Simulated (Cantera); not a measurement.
A closed system holds: 1 mol SiC, 0.017 mol CO2, 340 mol H2, at 1950 °C.

Equilibrium computed with Cantera from the NASA thermochemical tables; the gas is ideal and each condensed phase is pure. Candidate condensed phases: C, C6H6, C7H8, C8H18, H2O, Si, SiC, SiO2; 123 gas species. Gases not in the tables: Si2H6 and higher silanes. Kinetics and transport are ignored.

What share of the Si ends up in condensed phases as a function of P (Pa), at 0.100, 1.50, 22, 320, 4600, 68000, 1000000?


```json
[
 {"P (Pa)": "0.100", "Si condensed (%)": "0.0", "as": "-"},
 {"P (Pa)": "1.50", "Si condensed (%)": "0.0", "as": "-"},
 {"P (Pa)": "22", "Si condensed (%)": "0.0", "as": "-"},
 {"P (Pa)": "320", "Si condensed (%)": "0.0", "as": "-"},
 {"P (Pa)": "4600", "Si condensed (%)": "15.7", "as": "SiC(s)"},
 {"P (Pa)": "68000", "Si condensed (%)": "80.7", "as": "SiC(s)"},
 {"P (Pa)": "1000000", "Si condensed (%)": "84.8", "as": "SiC(s)"}
]
```
